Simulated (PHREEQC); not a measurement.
Copper plating or etch bath: speciation

A solution holds 0.0012 mol CuSO4, 0.00049 mol H2SO4 and 0.001 mol H3BO3 per kg of water, at 20 °C. Closed to the air; pH follows from the charge balance.

All values are PHREEQC results (ion-association model, wateq4f.dat), not measurements.

This is a speciation only: nothing precipitates in the calculation.

Question: Predict the pH, ionic strength.

Answer: pH 3.08; ionic strength 0.00546 mol/kgw.

Question: In which forms is Cu present?

Answer: Cu+2 87 %, CuSO4 13 % of the Cu.
